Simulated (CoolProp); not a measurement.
Model: reference Helmholtz-energy equation of state, Outcalt 1996, in CoolProp. It is a modified Benedict-Webb-Rubin equation, recast in Helmholtz form.

Q: For R152A, give the phase and the speed of sound (m/s) at 409.1 K and 73.3 kPa; 409.1 K and 2680 kPa.

A: 
- 409.1 K and 73.3 kPa: gas; speed of sound 238
- 409.1 K and 2680 kPa: gas; speed of sound 203
